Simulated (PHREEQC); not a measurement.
Solution (25 °C): 2 mmol/kgw MgCl2 and 190 mmol/kgw NaHCO3. Closed to the air; pH follows from the charge balance.

Equilibrium calculation in PHREEQC: Pitzer model, pitzer.dat.

This is a speciation only: nothing precipitates in the calculation.

Task: Predict the pH.

Result: pH 7.97.

Task: In which forms is Mg present?

Result: Mg+2 93 %, MgCO3 7.5 % of the Mg.

Examples of supersaturated solids here: Magnesite (slow to form). Others may be too.
